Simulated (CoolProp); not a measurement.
The fluid at 298.15 K and 0.377 MPa (stagnation) flows isentropically through a choked orifice. The same conditions are run with several fluids, on thermodynamics alone (safety and materials aside).

The numbers come from the reference Helmholtz-energy equation of state of each fluid (R407C: Lemmon 2003; ethane: Bücker 2006; ethylene: Smukala 2000; sulfur hexafluoride: Guder 2009) in CoolProp. Blends and air are pseudo-pure fits.

| fluid | throat to inlet pressure ratio | mass flux (kg/(m² s)) | throat temperature (K) |
|---|---|---|---|
| R407C | 0.581 | 1450 | 278.0 |
| ethane | 0.565 | 860 | 270.9 |
| ethylene | 0.553 | 843 | 264.0 |
| sulfur hexafluoride | 0.589 | 1840 | 283.9 |
